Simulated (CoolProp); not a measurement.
A single-stage vapour-compression cycle with R143a: evaporating at 212.15 K (dew point), condensing at 259.15 K (bubble point), superheat 2 K, subcooling 5 K, compressor efficiency 0.6, no pressure losses. Each further row changes one setting.

The numbers come from the reference Helmholtz-energy equation of state, Lemmon and Jacobsen 2000 in CoolProp.

```json
[
 {"case": "as stated", "cooling COP": "2.30", "pressure ratio": "7.78", "discharge temperature (K)": "310.6", "refrigerating effect (kJ/kg)": "181", "volumetric capacity (kJ/m³)": "442"},
 {"case": "evaporating temperature 217.15 K", "cooling COP": "2.69", "pressure ratio": "5.96", "discharge temperature (K)": "303.6", "refrigerating effect (kJ/kg)": "184", "volumetric capacity (kJ/m³)": "578"},
 {"case": "condensing temperature 254.15 K", "cooling COP": "2.64", "pressure ratio": "6.51", "discharge temperature (K)": "302.1", "refrigerating effect (kJ/kg)": "188", "volumetric capacity (kJ/m³)": "459"},
 {"case": "subcooling 10 K", "cooling COP": "2.39", "pressure ratio": "7.78", "discharge temperature (K)": "310.6", "refrigerating effect (kJ/kg)": "188", "volumetric capacity (kJ/m³)": "459"},
 {"case": "superheat 12 K", "cooling COP": "2.29", "pressure ratio": "7.78", "discharge temperature (K)": "322.4", "refrigerating effect (kJ/kg)": "189", "volumetric capacity (kJ/m³)": "439"},
 {"case": "compressor efficiency 0.5", "cooling COP": "1.92", "pressure ratio": "7.78", "discharge temperature (K)": "326.0", "refrigerating effect (kJ/kg)": "181", "volumetric capacity (kJ/m³)": "442"}
]
```
